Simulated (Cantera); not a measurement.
**Fluorocarbon and chlorocarbon gases: CHF3 + H2**

Input: 1 mol CHF3, 0.1 mol H2, held at 625 K and 19.0 Pa.

Cantera equilibrium calculation (NASA polynomials, part measured and part estimated; ideal gas, pure solids and liquids). Candidate condensed phases: C, C6H6, C7H8, C8H18; 95 gas species. Condensed phases not in the tables: fluorocarbon polymer. Gases not in the tables: C2F6 and larger saturated fluorocarbons. Kinetics and transport are ignored.

```
Property           Result
--------------  ---------
x(HF)               0.727
x(CF4)              0.273
n(C(graphite))  0.550 mol
gas amount      1.650 mol
```
